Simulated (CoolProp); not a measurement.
Vapour pressure (kPa) of nitrous oxide: the reference equation beside estimates from Tc = 309.5 K, pc = 7245 kPa, ω = 0.161.

Values from CoolProp's reference Helmholtz-energy equation of state, Lemmon 2006. It is a short technical equation, of lower accuracy than the large ones.

```tsv
T (K)	reference	Lee-Kesler	Peng-Robinson
206.7	322.2	322.5	…
211.8	405.3	…	…
216.9	503.6	504.7	503.3
222.1	621.4	622.9	620.1
227.2	755.9	757.9	…
232.3	910.8	913.2	907.5
237.4	1088	1091	1084
242.5	1290	1292	1285
247.6	…	1520	1512
252.7	1773	1775	1768
```

**Question.** Fill in the missing entries.

**Answer.** 
- 206.7, Peng-Robinson: 323.5
- 211.8, Lee-Kesler: 405.9
- 211.8, Peng-Robinson: 405.8
- 227.2, Peng-Robinson: 753.5
- 247.6, reference: 1517

Absolute difference from the reference over all 10 rows, mean and median: Lee-Kesler 0.2 and 0.2 %, Peng-Robinson 0.3 and 0.3 %.
